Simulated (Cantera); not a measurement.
# Thermodynamics of hydrogen reduction and annealing atmospheres, feed V₂O₃ + H₂ + N₂

A closed system holds: 1 mol V₂O₃, 27 mol H₂, 7.8 mol N₂, equilibrated at 2.50 bar.

These are equilibrium values from Cantera (NASA tables, ideal gas, pure condensed phases), not measurements of a reactor. Candidate condensed phases: H₂O, V, VN, VO, V₂O₃, V₂O₄, V₂O₅; 28 gas species. Mutual solubility and eutectic melting of coexisting phases are not modelled. VO: taken at fixed stoichiometry. Condensed phases not in the tables: the oxides between V₂O₃ and V₂O₅ other than VO₂. The numbers say what is thermodynamically allowed, not how fast it happens.

From 1652 °C to 1777 °C the condensed part is VO(s) + V₂O₃(s). At 1802 °C the condensed part is VO(l) + V₂O₃(s). From 1827 °C to 1852 °C the condensed part is VO(l). The main V-bearing gas is VO₂ throughout.

| T (°C) | log p H₂ | log p N₂ | log p H₂O | log p H | log p VO₂ | log p NH₃ | n VO(s) | n V₂O₃(s) | n VO(l) |
|---|---|---|---|---|---|---|---|---|---|
| 1652 | 0.28 | -0.25 | -1.36 | -2.88 | -5.40 | -4.35 | 1.21 | 0.395 | 0 |
| 1677 | 0.28 | -0.25 | -1.33 | -2.80 | -5.22 | -4.37 | 1.31 | 0.343 | 0 |
| 1702 | 0.28 | -0.25 | -1.29 | -2.73 | -5.05 | -4.39 | 1.42 | 0.289 | 0 |
| 1727 | 0.27 | -0.25 | -1.26 | -2.65 | -4.88 | -4.41 | 1.53 | 0.233 | 0 |
| 1752 | 0.27 | -0.25 | -1.23 | -2.58 | -4.72 | -4.43 | 1.65 | 0.173 | 0 |
| 1777 | 0.27 | -0.25 | -1.20 | -2.51 | -4.55 | -4.45 | 1.78 | 0.111 | 0 |
| 1802 | 0.27 | -0.25 | -1.15 | -2.44 | -4.39 | -4.47 | 0 | 0.0113 | 1.98 |
| 1827 | 0.27 | -0.25 | -1.14 | -2.37 | -4.28 | -4.49 | 0 | 0 | 2.00 |
| 1852 | 0.27 | -0.25 | -1.14 | -2.30 | -4.18 | -4.50 | 0 | 0 | 2.00 |
log p: log10 of the partial pressure in bar; n: condensed amount in mol.
